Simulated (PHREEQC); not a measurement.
Make-up at 23 °C: 4.7 mol KOH, 0.99 mol NaHCO3 and 4.2 mol NaCl per kg of water. Closed to the air; pH follows from the charge balance.

Model: Pitzer model, pitzer.dat, run in PHREEQC.

| quantity | before | after |
|---|---|---|
| pH | 15.29 | 14.86 |
| ionic strength (mol/kgw) | 10.9 | 10.9 |

Task: Which change was made?
(A) NaHCO3 left out
(B) NaCl left out
(C) NaHCO3 from 0.99 to 0.198 mol/kgw
(D) temperature from 23 to 35 °C

Result: D, temperature from 23 to 35 °C

No solid was allowed to form. Some of these states are supersaturated (in Sylvite, for instance). In brines, pH and single-ion activities rest on the MacInnes convention.
